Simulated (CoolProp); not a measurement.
Vapour-liquid equilibrium of CHF3 (R23) (1) + R22 (2) at 0.27 MPa; x and y are mole fractions of (1).

Computed with CoolProp (multi-fluid Helmholtz-energy mixture model, Penoncello 2003 and Kamei 1995; pair parameters Bell 2016).

Give the bubble temperature and the first vapour's composition at x = 0.05, 0.35, 0.575. Is there an azeotrope?

x = 0.05: -23.9 °C, y = 0.246; x = 0.35: -46.3 °C, y = 0.792; x = 0.575: -54.2 °C, y = 0.900. No azeotrope shows between x = 0.05 and 0.95.

The pair parameters rest on a limited set of measurements; away from them the model extrapolates.
